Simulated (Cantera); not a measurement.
Input (Python, Cantera):

```python
import numpy as np
import cantera as ct

gas = ct.Solution("gri30.yaml")
gas.TPX = 1650, 370000, {'CH4': 1, 'H2': 0.31, 'O2': 1.03, 'N2': 7.9}
reactor = ct.IdealGasReactor(gas, energy="on", clone=False)
net = ct.ReactorNet([reactor])
net.rtol, net.atol = 1e-08, 1e-16
show = ['CH4', 'H2', 'O2', 'CO2', 'C2H6', 'CH2']
times = np.geomspace(4e-06, 4, 15)

steps = ct.SolutionArray(gas, extra=["t"])
rows = []
print(f"{'t/s':>10s}{'T/K':>9s}{'P/Pa':>11s}" + "".join(f"{s:>11s}" for s in show))
for t in times:
    while net.time < t:
        t_next = net.step()
        steps.append(gas.state, t=t_next)
    rows.append([np.interp(t, steps.t, y) for y in (steps.T, steps.P, *steps(*show).X.T)])
    print(f"{t:10.3e}{rows[-1][0]:9.1f}{rows[-1][1]:11.4g}" + "".join(f"{x:11.3e}" for x in rows[-1][2:]))
rate = np.gradient(steps.T, steps.t)
print("integrator steps:", len(steps.t))
if steps.T.max() > steps.T[0] + 200:
    print(f"time of steepest temperature rise: {steps.t[rate.argmax()]:.4e} s")
gas.TPX = 1650, 370000, {'CH4': 1, 'H2': 0.31, 'O2': 1.03, 'N2': 7.9}
gas.equilibrate("UV")
print(f"equilibrium (UV): T = {gas.T:.1f} K  " + "  ".join(f"{s} {gas[s].X[0]:.3e}" for s in show))
```

It prints:

```
       t/s      T/K       P/Pa        CH4         H2         O2        CO2       C2H6        CH2
 4.000e-06   1649.9    3.7e+05  9.763e-02  3.028e-02  1.006e-01  1.257e-09  4.577e-08  1.014e-10
 1.073e-05   1649.8    3.7e+05  9.754e-02  3.027e-02  1.005e-01  4.111e-08  1.792e-06  1.503e-09
 2.879e-05   1651.9  3.704e+05  9.666e-02  3.017e-02  1.001e-01  2.585e-06  1.123e-04  3.737e-08
 7.723e-05   1707.2  3.835e+05  8.572e-02  3.213e-02  9.327e-02  1.048e-04  1.581e-03  5.353e-07
 2.072e-04   2553.2  6.279e+05  5.930e-05  1.180e-01  3.801e-06  9.033e-03  6.950e-10  1.834e-06
 5.558e-04   2548.7  6.273e+05  2.389e-10  1.187e-01  4.582e-06  8.981e-03  1.981e-20  9.476e-12
 1.491e-03   2550.0  6.276e+05  1.696e-10  1.186e-01  4.655e-06  8.996e-03  8.760e-21  6.667e-12
 4.000e-03   2550.6  6.278e+05  1.629e-10  1.185e-01  4.690e-06  9.003e-03  8.155e-21  6.413e-12
 1.073e-02   2550.7  6.278e+05  1.621e-10  1.185e-01  4.695e-06  9.005e-03  8.083e-21  6.383e-12
 2.879e-02   2550.7  6.278e+05  1.621e-10  1.185e-01  4.695e-06  9.005e-03  8.083e-21  6.383e-12
 7.723e-02   2550.7  6.278e+05  1.621e-10  1.185e-01  4.695e-06  9.005e-03  8.083e-21  6.383e-12
 2.072e-01   2550.7  6.278e+05  1.621e-10  1.185e-01  4.695e-06  9.005e-03  8.083e-21  6.383e-12
 5.558e-01   2550.7  6.278e+05  1.621e-10  1.185e-01  4.695e-06  9.005e-03  8.083e-21  6.383e-12
 1.491e+00   2550.7  6.278e+05  1.621e-10  1.185e-01  4.695e-06  9.005e-03  8.083e-21  6.383e-12
 4.000e+00   2550.7  6.278e+05  1.621e-10  1.185e-01  4.695e-06  9.005e-03  8.083e-21  6.383e-12
integrator steps: 1748
time of steepest temperature rise: 1.1368e-04 s
equilibrium (UV): T = 2550.7 K  CH4 1.821e-10  H2 1.185e-01  O2 4.695e-06  CO2 9.005e-03  C2H6 9.907e-21  CH2 7.065e-12
```

Detailed kinetics in Cantera: GRI-Mech 3.0 (53 species, 325 reactions).
